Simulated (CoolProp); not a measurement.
Values from CoolProp's reference Helmholtz-energy equation of state, de Reuck 1993.

Q: For methanol, give the phase and the cp (kJ/(kg K)), Joule-Thomson coefficient (K/MPa), Prandtl number at 620 K and 0.591 MPa; 620 K and 54.5 MPa.

A: 
- 620 K and 0.591 MPa: gas; cp 2.19, Joule-Thomson coefficient 3.54, Prandtl number 0.791
- 620 K and 54.5 MPa: supercritical; cp 4.79, Joule-Thomson coefficient 0.348, Prandtl number 1.80

Viscosity comes from a separate model (Xiang 2006). Thermal conductivity comes from a separate model (Sykioti 2013).
